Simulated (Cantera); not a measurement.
A Cantera script and its output.

```python
import numpy as np
import cantera as ct

gas = ct.Solution("gri30.yaml")
gas.TPX = 1300, 101325, {'N2O': 1, 'N2': 0.035}
reactor = ct.IdealGasConstPressureReactor(gas, energy="off", clone=False)
net = ct.ReactorNet([reactor])
net.rtol, net.atol = 1e-08, 1e-18
show = ['N2O', 'NO2', 'NO', 'N2', 'O']
times = np.geomspace(1e-06, 30, 15)

steps = ct.SolutionArray(gas, extra=["t"])
rows = []
print(f"{'t/s':>10s}{'T/K':>9s}{'P/Pa':>11s}" + "".join(f"{s:>11s}" for s in show))
for t in times:
    while net.time < t:
        t_next = net.step()
        steps.append(gas.state, t=t_next)
    rows.append([np.interp(t, steps.t, y) for y in (steps.T, steps.P, *steps(*show).X.T)])
    print(f"{t:10.3e}{rows[-1][0]:9.1f}{rows[-1][1]:11.4g}" + "".join(f"{x:11.3e}" for x in rows[-1][2:]))
rate = np.gradient(steps.T, steps.t)
print("integrator steps:", len(steps.t))
if steps.T.max() > steps.T[0] + 200:
    print(f"time of steepest temperature rise: {steps.t[rate.argmax()]:.4e} s")
gas.TPX = 1300, 101325, {'N2O': 1, 'N2': 0.035}
gas.equilibrate("TP")
print(f"equilibrium (TP): T = {gas.T:.1f} K  " + "  ".join(f"{s} {gas[s].X[0]:.3e}" for s in show))
```

Output:

```
       t/s      T/K       P/Pa        N2O        NO2         NO         N2          O
 1.000e-06   1300.0  1.013e+05  9.662e-01  7.452e-15  5.132e-08  3.382e-02  1.465e-06
 3.420e-06   1300.0  1.013e+05  9.662e-01  7.246e-13  5.069e-07  3.382e-02  3.895e-06
 1.170e-05   1300.0  1.013e+05  9.661e-01  3.844e-11  3.699e-06  3.385e-02  6.711e-06
 4.002e-05   1300.0  1.013e+05  9.660e-01  8.411e-10  1.732e-05  3.393e-02  7.219e-06
 1.369e-04   1300.0  1.013e+05  9.655e-01  1.153e-08  6.441e-05  3.422e-02  7.219e-06
 4.682e-04   1300.0  1.013e+05  9.639e-01  1.366e-07  2.251e-04  3.520e-02  7.217e-06
 1.601e-03   1300.0  1.013e+05  9.585e-01  1.451e-06  7.709e-04  3.855e-02  7.209e-06
 5.477e-03   1300.0  1.013e+05  9.401e-01  1.219e-05  2.595e-03  4.980e-02  7.172e-06
 1.873e-02   1300.0  1.013e+05  8.811e-01  6.454e-05  8.406e-03  8.600e-02  7.025e-06
 6.408e-02   1300.0  1.013e+05  7.156e-01  2.166e-04  2.431e-02  1.877e-01  6.530e-06
 2.192e-01   1300.0  1.013e+05  3.930e-01  4.913e-04  5.267e-02  3.874e-01  5.071e-06
 7.497e-01   1300.0  1.013e+05  9.176e-02  6.838e-04  7.115e-02  5.778e-01  2.115e-06
 2.564e+00   1300.0  1.013e+05  3.001e-03  8.229e-04  7.152e-02  6.364e-01  1.790e-07
 8.771e+00   1300.0  1.013e+05  1.499e-06  9.108e-04  7.131e-02  6.385e-01  9.522e-08
 3.000e+01   1300.0  1.013e+05  1.425e-06  9.096e-04  7.121e-02  6.385e-01  9.523e-08
integrator steps: 1285
equilibrium (TP): T = 1300.0 K  N2O 2.829e-08  NO2 6.209e-06  NO 4.582e-04  N2 6.740e-01  O 1.009e-07
```

Cantera simulation using GRI-Mech 3.0 (53 species, 325 reactions); the numbers are that mechanism's predictions, not measurements. GRI-Mech 3.0 was tuned for natural gas; its chemistry of N2O as a main component is partial and can be far from experiment. The mechanism lacks the step 2 NO + O2 → 2 NO2, which can matter for NO2 below about 1400 K. The temperature is held fixed by assumption; the heat of reaction is taken as removed at once.
